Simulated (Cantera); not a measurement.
Input: 1 mol Fe₂O₃, 34 mol Cl₂, 0.27 mol H₂, at 725 K and 1.60 Pa.

Method: chemical equilibrium by Gibbs-energy minimisation in Cantera with the NASA 1993 tables (ideal gas, pure condensed phases). Candidate condensed phases: Fe, FeCl₂, FeCl₃, FeO, Fe(OH)₂, Fe(OH)₃, Fe₂O₃, Fe₃O₄, H₂O; 22 gas species. Condensed phases not in the tables: FeOCl. The numbers say what is thermodynamically allowed, not how fast it happens.

Base state: Cl₂ 0.976, HCl 0.0157, FeCl₃ 0.00433, O₂ 0.00327, Cl 0.000339, FeCl₂ 2.50e-5 (mole fractions); condensed: Fe₂O₃(s).

**Question.** What changes in the equilibrium state with this change: pressure from 1.60 Pa to 0.350 bar?

**Answer.** 
| species | before | after |
|---|---|---|
| Cl₂ | 0.976 | 0.982 |
| HCl | 0.0157 | 0.0157 |
| O₂ | 0.00327 | 0.00104 |
| FeCl₃ | 0.00433 | 0.000849 |
| Fe₂Cl₆ | 3.29e-7 | 0.000277 |
| FeCl₂ | 2.50e-5 | 3.30e-8 |
| Cl | 0.000339 | 2.30e-6 |
| H₂O | 2.87e-7 | 2.37e-5 |
| Fe₂O₃(s), mol | 0.925 | 0.976 |
